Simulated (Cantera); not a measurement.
# Transport properties of process gases

Gas mixture: 100 % C₂H₆, at 1.00 bar, frozen composition.

Cantera's kinetic-theory transport with the Lennard-Jones parameters of GRI-Mech 3.0, ideal gas; thermal conductivity in the mixture-averaged form.

```csv
T (K),ρ (kg/m³),cp (J/kg/K),μ (µPa s),λ (mW/m/K),Pr,D (cm²/s) H₂O,D (cm²/s) CO₂,D (cm²/s) H₂
400,0.904,2167,12.3,35.6,0.750,0.268,0.188,0.955
500,0.723,2585,15.0,51.7,0.750,0.415,0.286,1.40
600,0.603,2972,17.4,69.0,0.751,0.589,0.398,1.91
700,0.517,3308,19.7,86.8,0.751,0.787,0.525,2.47
800,0.452,3591,21.8,105,0.749,1.01,0.665,3.09
900,0.402,3837,23.8,122,0.748,1.25,0.817,3.77
1000,0.362,4080,25.7,140,0.751,1.51,0.981,4.49
```
D: mixture-averaged diffusion coefficient of that species in the mixture.
